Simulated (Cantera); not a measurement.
## Low-pressure radical oxidation in H2/O2

An isothermal, constant-pressure homogeneous reactor starts with H₂ : O₂ = 0.0053 : 1 (molar parts), equivalence ratio 0.0027, at 1175 K and 10.00 Torr.

Detailed kinetics in Cantera: the H2/O2 subset of GRI-Mech 3.0, which has no nitrogen chemistry. Radical loss at walls, strong at low pressure, is not modelled.

```json
[
 {"t (s)": "0.000200", "x H₂": "0.00527", "x O₂": "0.995", "x OH": "4.55e-10", "x HO₂": "5.95e-10", "x H₂O₂": "<1e-12"},
 {"t (s)": "0.000493", "x H₂": "0.00527", "x O₂": "0.995", "x OH": "1.46e-9", "x HO₂": "1.47e-9", "x H₂O₂": "<1e-12"},
 {"t (s)": "0.00121", "x H₂": "0.00527", "x O₂": "0.995", "x OH": "5.37e-9", "x HO₂": "3.63e-9", "x H₂O₂": "<1e-12"},
 {"t (s)": "0.00299", "x H₂": "0.00527", "x O₂": "0.995", "x OH": "4.10e-8", "x HO₂": "9.09e-9", "x H₂O₂": "4.40e-12"},
 {"t (s)": "0.00737", "x H₂": "0.00527", "x O₂": "0.995", "x OH": "3.24e-6", "x HO₂": "3.96e-8", "x H₂O₂": "3.15e-11"},
 {"t (s)": "0.0182", "x H₂": "0.000454", "x O₂": "0.990", "x OH": "0.000826", "x HO₂": "9.91e-7", "x H₂O₂": "4.32e-8"},
 {"t (s)": "0.0447", "x H₂": "1.17e-5", "x O₂": "0.990", "x OH": "0.000377", "x HO₂": "5.40e-7", "x H₂O₂": "1.00e-8"},
 {"t (s)": "0.110", "x H₂": "9.52e-6", "x O₂": "0.991", "x OH": "0.000341", "x HO₂": "4.89e-7", "x H₂O₂": "9.82e-9"},
 {"t (s)": "0.271", "x H₂": "6.19e-6", "x O₂": "0.992", "x OH": "0.000275", "x HO₂": "3.94e-7", "x H₂O₂": "9.30e-9"},
 {"t (s)": "0.669", "x H₂": "2.81e-6", "x O₂": "0.994", "x OH": "0.000186", "x HO₂": "2.59e-7", "x H₂O₂": "7.99e-9"},
 {"t (s)": "1.65", "x H₂": "8.61e-7", "x O₂": "0.994", "x OH": "0.000103", "x HO₂": "1.31e-7", "x H₂O₂": "5.52e-9"},
 {"t (s)": "4.06", "x H₂": "2.03e-7", "x O₂": "0.995", "x OH": "5.05e-5", "x HO₂": "5.13e-8", "x H₂O₂": "2.68e-9"},
 {"t (s)": "10.0", "x H₂": "4.44e-8", "x O₂": "0.995", "x OH": "2.37e-5", "x HO₂": "1.66e-8", "x H₂O₂": "9.28e-10"}
]
```
x: mole fraction; the columns are a selection and need not sum to one.

Equilibrium at this temperature and pressure: H₂ 3.45e-10, O₂ 0.995, OH 2.12e-6, HO₂ 2.53e-9, H₂O₂ 1.16e-11 (gas phase only).
